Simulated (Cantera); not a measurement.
A freely propagating, adiabatic, planar premixed flame of CH4 : O2 : N2 = 1 : 1.43 : 3.71 (molar parts), equivalence ratio 1.4, unburnt at 300 K and 1.00 bar; mixture-averaged transport, grid criteria slope 0.08 and curve 0.16, no radiation.

Cantera simulation using GRI-Mech 3.0 (53 species, 325 reactions); the numbers are that mechanism's predictions, not measurements. Burning velocities carry a grid error of a few per cent, more on coarse grids.

x: mole fraction of selected species; z is measured from the peak of heat release.

```tsv
z (mm)	T (K)	u (m/s)	x CH4	x O2	x HCN	x CO	x CH2O	x HCO
-1.26	300	0.424	0.163	0.233	<1e-8	7.59e-7	<1e-8	<1e-8
-0.842	301	0.428	0.162	0.232	<1e-8	2.28e-5	3.33e-7	<1e-8
-0.632	311	0.445	0.160	0.230	1.69e-8	0.000203	4.51e-6	<1e-8
-0.421	[?]	0.623	0.149	0.220	5.15e-7	0.00312	0.000120	<1e-8
-0.211	[?]	1.58	0.0997	0.163	7.67e-6	0.0288	0.00117	6.64e-7
-0.105	[?]	2.35	0.0546	0.105	1.81e-5	0.0583	0.00138	1.55e-5
0	[?]	3.02	0.0157	0.0463	3.59e-5	0.0888	0.000691	4.40e-5
0.105	2133	3.34	0.00246	0.0147	5.30e-5	0.101	0.000203	2.56e-5
0.211	2192	3.42	0.000357	0.00435	5.15e-5	0.101	4.52e-5	6.80e-6
0.421	2218	3.45	1.30e-5	0.000705	3.07e-5	0.0971	2.16e-6	4.84e-7
0.842	2232	3.47	1.07e-7	0.000316	9.87e-6	0.0951	2.13e-8	1.44e-7
1.68	2249	3.49	<1e-8	0.000213	1.73e-6	0.0952	<1e-8	1.16e-7
3.37	2267	3.52	<1e-8	0.000122	1.62e-7	0.0956	<1e-8	8.78e-8
```

Question: Fill in the missing entries.

Answer: 
- -0.421, T (K): 428
- -0.211, T (K): 1048
- -0.105, T (K): 1534
- 0, T (K): 1940
